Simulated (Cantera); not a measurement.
Gas mixture: CO2 = 0.91 (molar parts), at 0.0770 atm, frozen composition.

Cantera's kinetic-theory transport with the Lennard-Jones parameters of GRI-Mech 3.0, ideal gas; thermal conductivity in the mixture-averaged form.

D: mixture-averaged diffusion coefficient of that species in the mixture.

| T (K) | ρ (kg/m³) | cp (J/kg/K) | μ (µPa s) | λ (mW/m/K) | Pr | D (cm²/s) CH4 | D (cm²/s) NO | D (cm²/s) H |
|---|---|---|---|---|---|---|---|---|
| 400 | 0.103 | 937.9 | 19.8 | 25.3 | 0.731 | 3.81 | 3.39 | 21.9 |
| 600 | 0.0688 | 1076 | 27.9 | 41.0 | 0.731 | 7.88 | 6.92 | 45.3 |
| 800 | 0.0516 | 1169 | ___ | ___ | 0.731 | ___ | ___ | ___ |
| 1000 | 0.0413 | 1234 | 41.0 | 69.2 | 0.731 | 19.0 | 16.6 | 109 |
| 1200 | 0.0344 | 1279 | 46.6 | 81.7 | 0.730 | 25.9 | 22.5 | 149 |
| 1400 | 0.0295 | 1313 | 51.8 | 93.3 | 0.729 | 33.6 | 29.1 | 193 |
| 1600 | 0.0258 | 1339 | ___ | ___ | 0.729 | ___ | ___ | ___ |

Fill in the missing entries.


- 800, μ (µPa s): 34.8
- 800, λ (mW/m/K): 55.7
- 800, D (cm²/s) CH4: 13.0
- 800, D (cm²/s) NO: 11.3
- 800, D (cm²/s) H: 74.7
- 1600, μ (µPa s): 56.7
- 1600, λ (mW/m/K): 104
- 1600, D (cm²/s) CH4: 42.0
- 1600, D (cm²/s) NO: 36.4
- 1600, D (cm²/s) H: 242
